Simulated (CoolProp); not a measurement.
The fluid at 293.15 K and 0.643 MPa is throttled through a valve to 0.132 MPa with no heat exchange. The same conditions are run with several fluids, on thermodynamics alone (safety and materials aside).

The numbers come from the reference Helmholtz-energy equation of state of each fluid (ammonia: Gao 2020; oxygen: Schmidt 1985; hydrogen sulfide: Lemmon 2006; CH2F2 (R32): Tillner-Roth 1997; nitrous oxide: Lemmon 2006) in CoolProp.

Rank ammonia, oxygen, hydrogen sulfide, CH2F2 (R32), nitrous oxide by temperature change (K), highest first.

oxygen (-1.4), nitrous oxide (-6.0), hydrogen sulfide (-9.6), CH2F2 (R32) (-14.8), ammonia (-16.6)

| fluid | final density (kg/m³) |
|---|---|
| ammonia | 0.996 |
| oxygen | 1.74 |
| hydrogen sulfide | 1.93 |
| CH2F2 (R32) | 3.03 |
| nitrous oxide | 2.45 |
